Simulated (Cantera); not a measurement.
**Stirred combustor or abatement burner**

A perfectly stirred reactor is fed with CO : H2 : CH4 : O2 : N2 : H2O = 1 : 0.62 : 0.14 : 0.727 : 2.73 : 1.1 (molar parts), equivalence ratio 1.5, at 760 Torr; it is adiabatic with a 575 K inlet, and is followed from long to short residence time, starting on the burning branch (τ in s: 0.13, 0.065, 0.033, 0.017, 0.0084, 0.0042, 0.0021, 0.0011, 0.00054, 0.00027, 0.00014, 7e-05, 3.5e-05).

Computed with Cantera and GRI-Mech 3.0 (53 species, 325 reactions).

```json
[
 {"τ (s)": "0.13", "T (K)": "2068", "x CO": "0.0804", "x H2": "0.0433", "x CH4": "4.39e-6", "x HCO": "4.20e-8", "x NO": "7.00e-5", "x H2O": "0.296"},
 {"τ (s)": "0.065", "T (K)": "2062", "x CO": "0.0804", "x H2": "0.0433", "x CH4": "5.16e-6", "x HCO": "5.94e-8", "x NO": "7.33e-5", "x H2O": "0.295"},
 {"τ (s)": "0.033", "T (K)": "2054", "x CO": "0.0804", "x H2": "0.0434", "x CH4": "6.15e-6", "x HCO": "8.56e-8", "x NO": "7.43e-5", "x H2O": "0.294"},
 {"τ (s)": "0.017", "T (K)": "2042", "x CO": "0.0804", "x H2": "0.0436", "x CH4": "7.57e-6", "x HCO": "1.25e-7", "x NO": "7.22e-5", "x H2O": "0.293"},
 {"τ (s)": "0.0084", "T (K)": "2024", "x CO": "0.0805", "x H2": "0.0439", "x CH4": "9.94e-6", "x HCO": "1.93e-7", "x NO": "6.65e-5", "x H2O": "0.291"},
 {"τ (s)": "0.0042", "T (K)": "2000", "x CO": "0.0808", "x H2": "0.0444", "x CH4": "1.37e-5", "x HCO": "3.02e-7", "x NO": "5.79e-5", "x H2O": "0.288"},
 {"τ (s)": "0.0021", "T (K)": "1968", "x CO": "0.0812", "x H2": "0.0451", "x CH4": "2.01e-5", "x HCO": "4.82e-7", "x NO": "4.76e-5", "x H2O": "0.285"},
 {"τ (s)": "0.0011", "T (K)": "1928", "x CO": "0.0819", "x H2": "0.0459", "x CH4": "3.04e-5", "x HCO": "7.61e-7", "x NO": "3.78e-5", "x H2O": "0.282"},
 {"τ (s)": "0.00054", "T (K)": "1872", "x CO": "0.0832", "x H2": "0.0469", "x CH4": "5.14e-5", "x HCO": "1.28e-6", "x NO": "2.79e-5", "x H2O": "0.277"},
 {"τ (s)": "0.00027", "T (K)": "1805", "x CO": "0.0855", "x H2": "0.0476", "x CH4": "9.32e-5", "x HCO": "2.17e-6", "x NO": "1.98e-5", "x H2O": "0.272"},
 {"τ (s)": "0.00014", "T (K)": "1729", "x CO": "0.0900", "x H2": "0.0475", "x CH4": "0.000181", "x HCO": "3.68e-6", "x NO": "1.32e-5", "x H2O": "0.268"},
 {"τ (s)": "7.0e-5", "T (K)": "1632", "x CO": "0.101", "x H2": "0.0457", "x CH4": "0.000434", "x HCO": "6.80e-6", "x NO": "7.25e-6", "x H2O": "0.266"},
 {"τ (s)": "3.5e-5", "T (K)": "575", "x CO": "0.158", "x H2": "0.0981", "x CH4": "0.0222", "x HCO": "<1e-12", "x NO": "<1e-12", "x H2O": "0.174"}
]
```
x: mole fraction; the columns are a selection and need not sum to one.
